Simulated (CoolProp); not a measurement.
The numbers come from the reference Helmholtz-energy equation of state, Thol 2017 in CoolProp.

Problem. For octamethyltrisiloxane (MDM), give the phase and the density (kg/m³), expansivity (1/kK) at 187.95 °C and 283 kPa.

Solution. 
- 187.95 °C and 283 kPa: liquid; density 628, expansivity 2.35
